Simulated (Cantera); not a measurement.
A Cantera script and its output.

```python
import numpy as np
import cantera as ct

gas = ct.Solution("gri30.yaml")
gas.TPX = 1500, 1700000, {'CH3OH': 0.018, 'O2': 0.015, 'N2': 1}
reactor = ct.IdealGasConstPressureReactor(gas, energy="off", clone=False)
net = ct.ReactorNet([reactor])
net.rtol, net.atol = 1e-08, 1e-18
show = ['CH3OH', 'O2', 'HCN', 'NO2', 'H', 'CH3']
times = np.geomspace(1e-06, 3, 10)

steps = ct.SolutionArray(gas, extra=["t"])
rows = []
print(f"{'t/s':>10s}{'T/K':>9s}{'P/Pa':>11s}" + "".join(f"{s:>11s}" for s in show))
for t in times:
    while net.time < t:
        t_next = net.step()
        steps.append(gas.state, t=t_next)
    rows.append([np.interp(t, steps.t, y) for y in (steps.T, steps.P, *steps(*show).X.T)])
    print(f"{t:10.3e}{rows[-1][0]:9.1f}{rows[-1][1]:11.4g}" + "".join(f"{x:11.3e}" for x in rows[-1][2:]))
rate = np.gradient(steps.T, steps.t)
print("integrator steps:", len(steps.t))
if steps.T.max() > steps.T[0] + 200:
    print(f"time of steepest temperature rise: {steps.t[rate.argmax()]:.4e} s")
gas.TPX = 1500, 1700000, {'CH3OH': 0.018, 'O2': 0.015, 'N2': 1}
gas.equilibrate("TP")
print(f"equilibrium (TP): T = {gas.T:.1f} K  " + "  ".join(f"{s} {gas[s].X[0]:.3e}" for s in show))
```

Result:

```
       t/s      T/K       P/Pa      CH3OH         O2        HCN        NO2          H        CH3
 1.000e-06   1500.0    1.7e+06  1.741e-02  1.451e-02  6.847e-13  1.721e-16  1.618e-07  1.561e-06
 5.244e-06   1500.0    1.7e+06  1.733e-02  1.447e-02  5.489e-12  7.575e-14  2.955e-07  4.335e-06
 2.750e-05   1500.0    1.7e+06  1.470e-02  1.360e-02  1.565e-10  3.995e-11  4.738e-06  1.126e-06
 1.442e-04   1500.0    1.7e+06  7.166e-09  4.738e-06  4.411e-08  1.301e-11  2.188e-04  1.864e-07
 7.563e-04   1500.0    1.7e+06  2.462e-09  7.229e-08  4.895e-08  8.595e-13  1.675e-05  6.267e-08
 3.966e-03   1500.0    1.7e+06  4.746e-10  6.370e-09  4.915e-08  1.202e-13  2.400e-06  1.242e-08
 2.080e-02   1500.0    1.7e+06  1.109e-10  6.098e-10  4.916e-08  2.936e-14  6.075e-07  3.260e-09
 1.091e-01   1500.0    1.7e+06  7.616e-11  2.093e-12  4.906e-08  7.024e-15  4.765e-07  2.457e-09
 5.721e-01   1500.0    1.7e+06  6.374e-11  6.433e-13  4.808e-08  1.011e-16  4.765e-07  2.250e-09
 3.000e+00   1500.0    1.7e+06  5.676e-11  6.331e-13  4.339e-08  8.443e-17  4.792e-07  2.032e-09
integrator steps: 2434
equilibrium (TP): T = 1500.0 K  CH3OH 1.938e-13  O2 6.359e-13  HCN 2.769e-08  NO2 8.993e-17  H 4.811e-07  CH3 9.009e-13
```

Detailed kinetics in Cantera: GRI-Mech 3.0 (53 species, 325 reactions). GRI-Mech 3.0 was tuned for natural gas; its chemistry of methanol as a main component is partial and can be far from experiment. The pressure lies above the range GRI-Mech 3.0 was tuned for (to about 10 atm).
